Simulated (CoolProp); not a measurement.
A simple Rankine cycle with n-octane: condensing at 322.15 K, boiler at 1.52 MPa, turbine inlet 574.1 K, turbine efficiency 0.6, pump efficiency 0.7, no recuperator. Each further row changes one setting.

Model: reference Helmholtz-energy equation of state, Beckmüller 2019, in CoolProp.

```
case                             thermal efficiency (%)  net work (kJ/kg)  heat in (kJ/kg)  turbine exit temperature (K)  volume ratio over the turbine
-------------------------------  ----------------------  ----------------  ---------------  ----------------------------  -----------------------------
as stated                                          13.1               ___              884                         514.7                            284
turbine inlet 594.1 K                              12.9               121              945                           ___                            272
condensing temperature 314.15 K                    13.7               124              902                         511.5                            415
boiler pressure 1.06 MPa                           12.4               112              899                         522.2                            ___
turbine efficiency 0.5                             10.9               ___              884                         522.4                            288
```

Q: What belongs in the gaps?

A: 
- as stated, net work (kJ/kg): 116
- turbine inlet 594.1 K, turbine exit temperature (K): 536.0
- boiler pressure 1.06 MPa, volume ratio over the turbine: 180
- turbine efficiency 0.5, net work (kJ/kg): 95.9
